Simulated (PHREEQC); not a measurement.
0.11 g of hydrous ferric oxide (600 m²/g; 0.2 weak and 0.005 strong sites per Fe, Dzombak-Morel constants, diffuse double layer) in 1 kg of water with 0.1 mol/kgw of an inert sodium salt and 4.7e-07 mol/kgw ZnCl2 and 5.5e-06 mol/kgw PbCl2, at 25 °C; the pH is set by adding NaOH or the inert anion's acid. Oxygen alone is held at its pressure in air (log pO2 = -0.68). The system is closed to CO2. Precipitation was switched off in this run.

Base run: PHREEQC, ion-association model, wateq4f.dat. Each further column changes one thing. The table gives Zn sorbed (%).

```
pH   base  no electrostatic term (-no_edl)  background salt from 0.1 to 0.01 mol/kgw  oxide from 0.11 to 0.55 g/kgw  0.00038 mol/kgw CuCl2 added
---  ----  -------------------------------  ----------------------------------------  -----------------------------  ---------------------------
3     0.0                              0.0                                       0.0                            0.0                          0.0
4     0.0                              0.0                                       0.0                            0.0                          0.0
4.5   0.0                              0.1                                       0.0                            0.4                          0.0
5     0.2                              0.3                                       0.2                            3.0                          0.0
6     6.2                             15.7                                       ___                           63.5                          0.2
7    74.2                             91.0                                       ___                            ___                          ___
7.5  95.4                             98.2                                      96.7                           99.9                          2.2
8    99.3                             99.5                                       ___                          100.0                         12.4
9    99.9                             99.5                                     100.0                          100.0                          ___
```

### Question
What belongs in the gaps?

### Answer

- 6, background salt from 0.1 to 0.01 mol/kgw: 6.1
- 7, background salt from 0.1 to 0.01 mol/kgw: 77.7
- 7, oxide from 0.11 to 0.55 g/kgw: 99.0
- 7, 0.00038 mol/kgw CuCl2 added: 0.6
- 8, background salt from 0.1 to 0.01 mol/kgw: 99.6
- 9, 0.00038 mol/kgw CuCl2 added: 63.3

The oxide is taken as insoluble; below pH 4 it would dissolve. In at least one series the solution becomes supersaturated in solids that the run did not let form, among them Cu(OH)2, Atacamite. The database's constant for dissolved Cu(OH)2 is higher than later reviews accept.
